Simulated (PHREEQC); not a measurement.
Consider water at 25 °C with 0.012 mol/kgw NaH2PO4, 0.048 mol/kgw NaOH and 0.0013 mol/kgw KCl. Closed to the air; pH follows from the charge balance.

Model: ion-association model, wateq4f.dat, run in PHREEQC.

Precipitation was switched off in this run.

### Question
Order these P species by the share of P that they hold, largest first: NaHPO4-, PO4-3, HPO4-2.

### Answer
PO4-3 (75 %), HPO4-2 (24 %), NaHPO4- (1.1 %)

The pH is 12.32 and the ionic strength 0.0909 mol/kgw. Species that the database lacks are ignored. H3PO4, which wateq4f.dat lacks, is added to it with the constant of phreeqc.dat.
